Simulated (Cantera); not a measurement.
Input (Python, Cantera) and output of one run.

```python
import numpy as np
import cantera as ct

gas_names = """
    N NO NO2 NO3 N2 N2O O O2 O3 Si SiN SiO SiO2 Si2 Si2N Si3
""".split()
cond_names = """
    Si(cr) Si(L) SiO2(Lqz) SiO2(hqz) SiO2(L) Si2N2O(s) Si3N4(a)
""".split()


# ... load() reads the species with a 1 bar reference pressure and builds the phases ...
atoms = {
    'Si3N4': {'Si': 3, 'N': 4},
    'O2': {'O': 2},
    'N2': {'N': 2},
}
top_T = {'Si2N2O(s)': 2100, 'Si3N4(a)': 2400}  # K; cautious upper limits of use, not melting points


# ... equilibrate(T, P, feed) seeds the gas with the atoms and calls Mixture.equilibrate('TP', solver="vcs", rtol=1e-11, max_steps=5000) ...
results = []
feed = {'Si3N4': 1, 'O2': 0.0023, 'N2': 5.7}  # mol
T = 1725  # K
P = 110  # Pa
mix = equilibrate(T, P, feed)
results.append((T, P, feed, dict(zip(mix.species_names, mix.species_moles))))
print(gas.report(threshold=0.0001))
for i in range(1, mix.n_phases):
    print(f"{mix.phase(i).name:16s} {mix.phase_moles(i):12.5e} mol")
```

It prints:

```
       temperature   1725 K
          pressure   110 Pa
           density   0.00021494 kg/m^3
  mean mol. weight   28.025 kg/kmol
   phase of matter   gas

                          1 kg             1 kmol
                     ---------------   ---------------
          enthalpy        1.6639e+06        4.6632e+07  J
   internal energy        1.1522e+06         3.229e+07  J
           entropy             10829        3.0349e+05  J/K
    Gibbs function       -1.7016e+07       -4.7689e+08  J
 heat capacity c_p            1263.2             35400  J/K
 heat capacity c_v            966.48             27086  J/K

                      mass frac. Y      mole frac. X     chem. pot. / RT
                     ---------------   ---------------   ---------------
                N2           0.99802           0.99843           -33.267
                Si        0.00092482        0.00092286            -5.013
               SiO        0.00093826        0.00059648           -50.372
     [  +13 minor]        0.00011263        5.2469e-05

Si(L)             2.98760e+00 mol
SiO2(L)           0.00000e+00 mol
Si2N2O(s)         0.00000e+00 mol
Si3N4(a)          0.00000e+00 mol
```

Method: chemical equilibrium by Gibbs-energy minimisation in Cantera with the NASA 1993 tables (ideal gas, pure condensed phases). The tables' values for SiN are old estimates; treat these amounts as uncertain.
